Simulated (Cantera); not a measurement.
Input: 1 mol B, 0.096 mol HCl, 0.031 mol O2, at 1175 K and 1.20 bar.

Cantera equilibrium calculation (NASA polynomials, part measured and part estimated; ideal gas, pure solids and liquids). Candidate condensed phases: B, B2O3, B3O3H3, H2O; 33 gas species. Mutual solubility and eutectic melting of coexisting phases are not modelled. The tables' values for BCl2, BOCl are old estimates; treat these amounts as uncertain. Gases not in the tables: BHCl2. Equilibrium is a limit: real reactors are often held back by kinetics, nucleation or transport.

Task: What is the equilibrium state?

Result: 
| Item | Value |
|---|---|
| x(H2) | 0.522 |
| x(BCl3) | 0.276 |
| x(HCl) | 0.125 |
| x(B3O3Cl3) | 0.0746 |
| x(B3O3H3) | 0.00281 |
| x(HBO) | 2.51e-5 |
| x(BCl2) | 1.56e-5 |
| x(BOCl) | 1.22e-5 |
| n(B(s)) | 0.930 mol |
| n(B2O3(l)) | 0.0144 mol |
| gas amount | 0.08159 mol |
| log10 activity of B3O3H3(s) (absent) | -6.33 |
